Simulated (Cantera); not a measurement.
**Ta(OEt)5 + CO2 (tantalum, niobium, vanadium and zirconium in process gases)**

Feed: 1 mol Ta(OEt)5, a varied amount of CO2, equilibrated at 2400 °C and 13300 Pa.

Method: chemical equilibrium by Gibbs-energy minimisation in Cantera with the NASA 1993 tables (ideal gas, pure condensed phases). Candidate condensed phases: C, C6H6, C7H8, C8H18, H2O, Ta, TaC, Ta2O5; 113 gas species. The feed counts by its element totals alone. TaC: taken at fixed stoichiometry. Condensed phases not in the tables: Ta2C, N, O or C dissolved in the metal. Kinetics and transport are ignored.

From 0.14 mol CO2 to 3.4 mol CO2 the condensed part is C(graphite) + TaC(s). At 5.8 mol CO2 the condensed part is Ta(s). At 10 mol CO2 the condensed part is Ta2O5(l).

| n(CO2) (mol) | log p H2 | log p CO | log p H | log p H2O | log p CO2 | log p C2H2 (acetylene) | n C(graphite) | n TaC(s) | n Ta(s) | n Ta2O5(l) |
|---|---|---|---|---|---|---|---|---|---|---|
| 0.14 | -1.10 | -1.43 | -1.84 | -7.31 | -8.46 | -2.77 | 3.36 | 1.00 | 0 | 0 |
| 0.23 | -1.10 | -1.42 | -1.84 | -7.31 | -8.44 | -2.77 | 3.27 | 1.00 | 0 | 0 |
| 0.4 | -1.11 | -1.40 | -1.85 | -7.30 | -8.41 | -2.78 | 3.10 | 1.00 | 0 | 0 |
| 0.68 | -1.12 | -1.37 | -1.85 | -7.28 | -8.35 | -2.79 | 2.82 | 1.00 | 0 | 0 |
| 1.2 | -1.15 | -1.33 | -1.86 | -7.26 | -8.27 | -2.82 | 2.30 | 1.00 | 0 | 0 |
| 2 | -1.18 | -1.28 | -1.88 | -7.25 | -8.16 | -2.85 | 1.50 | 1.00 | 0 | 0 |
| 3.4 | -1.24 | -1.21 | -1.91 | -7.23 | -8.03 | -2.91 | 0.102 | 1.00 | 0 | 0 |
| 5.8 | -1.31 | -1.15 | -1.94 | -3.44 | -4.11 | -10.60 | 0 | 0 | 0.593 | 0 |
| 10 | -1.44 | -1.12 | -2.01 | -2.14 | -2.64 | <-12 | 0 | 0 | 0 | 0.412 |
log p: log10 of the partial pressure in bar; n: condensed amount in mol.
